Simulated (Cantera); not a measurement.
Input: 1 mol Si₃H₈, a varied amount of Cl₂, 3.8 mol N₂, at 1700 K and 0.130 bar.

Method: chemical equilibrium by Gibbs-energy minimisation in Cantera with the NASA 1993 tables (ideal gas, pure condensed phases). Candidate condensed phases: NH₄Cl, Si, Si₃N₄; 28 gas species. The feed counts by its element totals alone. The tables' values for SiCl₃ are old estimates; treat these amounts as uncertain. Kinetics and transport are ignored.

x: gas mole fraction; n: condensed amount in mol.

| n(Cl₂) (mol) | x H₂ | x N₂ | x HCl | x SiCl₂ | x SiCl₃ | x H | x SiCl₄ | n Si₃N₄(s) |
|---|---|---|---|---|---|---|---|---|
| 0.014 | 0.685 | 0.310 | 0.00479 | 1.37e-5 | 2.30e-8 | 0.000338 | 7.60e-11 | 1.000 |
| 0.02 | 0.684 | 0.309 | 0.00681 | 2.79e-5 | 6.67e-8 | 0.000338 | 3.14e-10 | 1.000 |
| 0.03 | 0.681 | 0.309 | 0.0102 | 6.23e-5 | 2.23e-7 | 0.000337 | 1.57e-9 | 1.000 |
| 0.046 | 0.676 | 0.308 | 0.0154 | 0.000145 | 7.90e-7 | 0.000336 | 8.47e-9 | 1.000 |
| 0.068 | 0.670 | 0.307 | 0.0225 | 0.000313 | 2.50e-6 | 0.000335 | 3.92e-8 | 0.999 |
| 0.1 | 0.661 | 0.305 | 0.0325 | 0.000662 | 7.68e-6 | 0.000332 | 1.76e-7 | 0.999 |
| 0.15 | 0.648 | 0.303 | (withheld) | (withheld) | 2.46e-5 | 0.000329 | (withheld) | 0.997 |
| 0.23 | 0.627 | 0.300 | 0.0694 | 0.00321 | 8.17e-5 | 0.000324 | 4.09e-6 | 0.993 |
| 0.34 | 0.600 | 0.296 | 0.0963 | 0.00653 | 0.000235 | 0.000317 | 1.67e-5 | 0.986 |
| 0.51 | 0.562 | 0.292 | (withheld) | (withheld) | 0.000667 | 0.000306 | (withheld) | 0.970 |
| 0.76 | 0.513 | 0.288 | 0.172 | 0.0247 | 0.00172 | 0.000293 | 0.000236 | 0.940 |

### Question
Fill in the missing entries.

### Answer

- 0.15, x HCl: 0.0474
- 0.15, x SiCl₂: 0.00144
- 0.15, x SiCl₄: 8.28e-7
- 0.51, x HCl: 0.131
- 0.51, x SiCl₂: 0.0131
- 0.51, x SiCl₄: 6.68e-5
